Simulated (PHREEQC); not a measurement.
2.7 g of hydrous ferric oxide (600 m²/g; 0.2 weak and 0.005 strong sites per Fe, Dzombak-Morel constants, diffuse double layer) in 1 kg of water with 0.01 mol/kgw of an inert sodium salt, at 25 °C; the pH is set by adding NaOH or the inert anion's acid. Oxygen alone is held at its pressure in air (log pO2 = -0.68). The system is closed to CO2. No solid was allowed to form.

The numbers come from PHREEQC with the ion-association model, wateq4f.dat.

| pH | surface charge σ (C/m²) | surface potential ψ (mV) |
|---|---|---|
| 4 | 0.224 | 183 |
| 4.38 | 0.179 | 172 |
| 4.75 | 0.140 | 160 |
| 5.12 | 0.106 | 147 |
| 5.5 | 0.078 | 132 |
| 5.88 | 0.056 | 115 |
| 6.25 | 0.040 | 98 |
| 6.62 | 0.027 | … |
| 7 | 0.017 | 60 |
| 7.38 | 0.010 | 40 |
| 7.75 | 0.005 | 20 |
| 8.12 | 0.000 | -1 |
| 8.5 | -0.005 | -22 |
| 8.88 | -0.011 | -42 |
| 9.25 | -0.018 | -62 |
| 9.62 | … | … |
| 10 | -0.041 | -100 |

Task: What belongs in the gaps?

Result: 
- 6.62, surface potential ψ (mV): 80
- 9.62, surface charge σ (C/m²): -0.028
- 9.62, surface potential ψ (mV): -81
